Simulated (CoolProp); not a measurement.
The numbers come from the reference Helmholtz-energy equation of state, Bücker 2006 in CoolProp.

Task: For isobutane, give the phase and the Joule-Thomson coefficient (K/MPa), fugacity coefficient at 260 K and 1.13 MPa; 260 K and 2.27 MPa.

Result: 
- 260 K and 1.13 MPa: liquid; Joule-Thomson coefficient -0.396, fugacity coefficient 0.0855
- 260 K and 2.27 MPa: liquid; Joule-Thomson coefficient -0.403, fugacity coefficient 0.0448
